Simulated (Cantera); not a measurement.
Input: 1 mol SiH4, 0.069 mol HCl, 7.8 mol H2, held at 82.0 mbar.

These are equilibrium values from Cantera (NASA tables, ideal gas, pure condensed phases), not measurements of a reactor. Candidate condensed phases: Si; 19 gas species. The tables' values for SiCl3 are old estimates; treat these amounts as uncertain. Gases not in the tables: Si2H6 and higher silanes. Equilibrium is a limit: real reactors are often held back by kinetics, nucleation or transport.

x: gas mole fraction; n: condensed amount in mol.

| T (K) | x H2 | x HCl | x SiHCl3 | x SiCl4 | x H | x SiCl2 | x SiH2Cl2 | n Si(s) | n Si(l) |
|---|---|---|---|---|---|---|---|---|---|
| 898 | 0.996 | 0.00238 | 0.000687 | 0.000590 | 3.81e-10 | 7.69e-6 | 7.57e-5 | 0.986 | 0 |
| 998 | 0.994 | (withheld) | (withheld) | (withheld) | (withheld) | (withheld) | (withheld) | 0.993 | 0 |
| 1098 | 0.993 | 0.00640 | 7.17e-5 | 3.18e-5 | 8.61e-8 | 8.37e-5 | 1.94e-5 | 0.998 | 0 |
| 1198 | 0.993 | 0.00670 | 1.17e-5 | 2.94e-6 | 6.62e-7 | 0.000106 | 6.12e-6 | 0.999 | 0 |
| 1298 | 0.993 | 0.00673 | 2.30e-6 | 3.45e-7 | 3.73e-6 | 0.000121 | 2.16e-6 | 0.999 | 0 |
| 1398 | 0.993 | 0.00672 | (withheld) | (withheld) | (withheld) | (withheld) | (withheld) | 0.999 | 0 |
| 1498 | 0.993 | 0.00670 | 1.66e-7 | 1.09e-8 | 5.98e-5 | 0.000145 | 4.03e-7 | 0.999 | 0 |
| 1598 | 0.993 | 0.00668 | 5.73e-8 | 2.68e-9 | 0.000185 | 0.000155 | 2.04e-7 | 0.998 | 0 |
| 1698 | 0.993 | 0.00666 | 2.21e-8 | 7.70e-10 | 0.000503 | 0.000161 | 1.10e-7 | 0 | 0.998 |

Q: Fill in the missing entries.

A: 
- 1398, x SiHCl3: 5.63e-7
- 1398, x SiCl4: 5.42e-8
- 1398, x H: 1.65e-5
- 1398, x SiCl2: 0.000134
- 1398, x SiH2Cl2: 8.78e-7
- 998, x HCl: 0.00485
- 998, x SiHCl3: 0.000327
- 998, x SiCl4: 0.000230
- 998, x H: 7.49e-9
- 998, x SiCl2: 4.01e-5
- 998, x SiH2Cl2: 5.00e-5
